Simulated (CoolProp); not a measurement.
Aqueous potassium acetate as a coolant, at -11 °C, 1 atm.

Values from CoolProp's Melinder's fits for secondary coolants.

```tsv
mass %	freezing point (°C)	conductivity (W/(m K))	viscosity (mPa s)	density (kg/m³)	cp (kJ/(kg K))
21.2	-12.3	0.484	4.64	1117	3.428
25	-16.2	0.474	5.28	1140	3.314
28.8	-21.3	0.464	6.13	1162	3.202
32.6	-27.5	0.454	7.25	1185	3.091
36.5	-34.9	0.445	8.78	1208	2.979
```
